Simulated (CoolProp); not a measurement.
The fluid at 298.15 K and 0.47 MPa is throttled through a valve to 0.245 MPa with no heat exchange. The same conditions are run with several fluids, on thermodynamics alone (safety and materials aside).

The numbers come from the reference Helmholtz-energy equation of state of each fluid (n-butane: Bücker 2006; decamethylcyclopentasiloxane (D5): Thol 2019; dimethyl carbonate: Zhou 2011; cyclohexane: Zhou 2014; n-hexane: Thol 2019) in CoolProp.

```csv
fluid,final density (kg/m³)
n-butane,573
decamethylcyclopentasiloxane (D5),954
dimethyl carbonate,1060
cyclohexane,774
n-hexane,655
```
